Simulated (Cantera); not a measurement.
An isothermal, constant-pressure homogeneous reactor starts with N2O : O2 = 1 : 2.6 (molar parts), at 1025 K and 0.800 bar. Integrator tolerance rtol = 1e-08.

Cantera simulation using GRI-Mech 3.0 (53 species, 325 reactions); the numbers are that mechanism's predictions, not measurements. GRI-Mech 3.0 was tuned for natural gas; its chemistry of N2O as a main component is partial and can be far from experiment. The mechanism lacks the step 2 NO + O2 → 2 NO2, which can matter for NO2 below about 1400 K. The temperature is held fixed by assumption; the heat of reaction is taken as removed at once.

Q: What does this change do: temperature 1025 to 1523 K?

A: 
| quantity | before | after |
|---|---|---|
| x(N2O) at 3.00 s | 0.269 (gas-phase equilibrium 1.73e-9) | 9.30e-7 (gas-phase equilibrium 4.38e-8) |
| x(O2) at 3.00 s | 0.723 (gas-phase equilibrium 0.756) | 0.730 (gas-phase equilibrium 0.755) |
| x(N2) at 3.00 s | 0.00756 (gas-phase equilibrium 0.244) | 0.217 (gas-phase equilibrium 0.243) |
| x(NO) at 3.00 s | 0.000352 (gas-phase equilibrium 4.34e-5) | 0.0526 (gas-phase equilibrium 0.00145) |
| x(O) at 3.00 s | 6.82e-8 (gas-phase equilibrium 3.23e-10) | 5.30e-6 (gas-phase equilibrium 5.39e-6) |

Q: What does this change do: temperature 1025 to 1175 K?

A: 
| quantity | before | after |
|---|---|---|
| x(N2O) at 3.00 s | 0.269 (gas-phase equilibrium 1.73e-9) | 0.118 (gas-phase equilibrium 6.05e-9) |
| x(O2) at 3.00 s | 0.723 (gas-phase equilibrium 0.756) | 0.736 (gas-phase equilibrium 0.756) |
| x(N2) at 3.00 s | 0.00756 (gas-phase equilibrium 0.244) | 0.135 (gas-phase equilibrium 0.244) |
| x(NO) at 3.00 s | 0.000352 (gas-phase equilibrium 4.34e-5) | 0.0120 (gas-phase equilibrium 0.000171) |
| x(O) at 3.00 s | 6.82e-8 (gas-phase equilibrium 3.23e-10) | 7.58e-7 (gas-phase equilibrium 1.43e-8) |
